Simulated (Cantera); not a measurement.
A Cantera script and what it prints.

```python
import numpy as np
import cantera as ct

gas_names = """
    HCL CH2CL2 CH4 FeCL2
""".split()
cond_names = """
    Fe(a) Fe(c) Fe(d) Fe(L)
""".split()


def load(file, names, dense=False):
    # The tables refer to 1 bar. Condensed volumes are neglected.
    table = {s.name: s for s in ct.Species.list_from_file(file)}
    out = []
    for n in names:
        d = dict(table[n].input_data)
        d["thermo"] = dict(d["thermo"], **{"reference-pressure": 1e5})
        if dense:
            d["equation-of-state"] = {"model": "constant-volume", "density": "1e6 g/cm^3"}
        out.append(ct.Species.from_dict(d))
    return out


species = {s.name: s for s in load("nasa_gas.yaml", gas_names) + load("nasa_condensed.yaml", cond_names)}
# Each term lists the table entries of one substance; the one whose range holds T is used.
reactions = {
    '2 HCl(g) + CH2Cl2(g) + 2 Fe = CH4(g) + 2 FeCl2(g)':
        [(-2, ['HCL']), (-1, ['CH2CL2']), (-2, ['Fe(a)', 'Fe(c)', 'Fe(d)', 'Fe(L)']), (1, ['CH4']), (2, ['FeCL2'])],
}


def pick(names, T):
    return next(species[n] for n in names if species[n].thermo.min_temp <= T <= species[n].thermo.max_temp)


results = []
for label, terms in reactions.items():
    print(label)
    print("     T/K   dH/kJ  dS/(J/K)   dG/kJ   log10 K")
    for T in [1850, 1900, 1950, 2000, 2050, 2100, 2150, 2200, 2250]:
        used = [(nu, pick(names, T)) for nu, names in terms]
        dH = sum(nu * s.thermo.h(T) for nu, s in used) / 1e6
        dS = sum(nu * s.thermo.s(T) for nu, s in used) / 1e3
        dG = dH - T * dS / 1e3
        logK = -dG * 1e6 / (ct.gas_constant * T * np.log(10))
        results.append((label, T, dH, dS, dG, logK, [s.name for _, s in used]))
        print(f"{T:8g} {dH:8.1f} {dS:8.1f} {dG:8.1f} {logK:8.2f}")
```

Result:

```
2 HCl(g) + CH2Cl2(g) + 2 Fe = CH4(g) + 2 FeCl2(g)
     T/K   dH/kJ  dS/(J/K)   dG/kJ   log10 K
    1850   -148.8     23.8   -192.9     5.45
    1900   -150.5     22.9   -194.0     5.33
    1950   -152.1     22.1   -195.2     5.23
    2000   -153.7     21.3   -196.3     5.13
    2050   -155.3     20.5   -197.3     5.03
    2100   -156.8     19.8   -198.3     4.93
    2150   -158.3     19.0   -199.3     4.84
    2200   -159.8     18.4   -200.2     4.75
    2250   -161.3     17.7   -201.1     4.67
```

Source: NASA polynomial tables (part measured, part estimated), evaluated in Cantera. Condensed species are held in their standard states even where they would react or evaporate.
